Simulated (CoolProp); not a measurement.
Vapour-liquid equilibrium of R143a (1) + dimethyl ether (2) at -26.45 °C; x and y are mole fractions of (1).

Values from CoolProp's multi-fluid Helmholtz-energy mixture model, Lemmon and Jacobsen 2000 and Wu 2011; pair parameters Bell 2016.

Q: Give the bubble pressure and the first vapour's composition at x = 0.05, 0.75, 0.95. Is there an azeotrope?

A: x = 0.05: 0.1038 MPa, y = 0.135; x = 0.75: 0.2127 MPa, y = 0.870; x = 0.95: 0.2403 MPa, y = 0.975. No azeotrope shows between x = 0.05 and 0.95.

Pair parameters are fitted to limited data, so mixtures are less certain than the pure fluids.
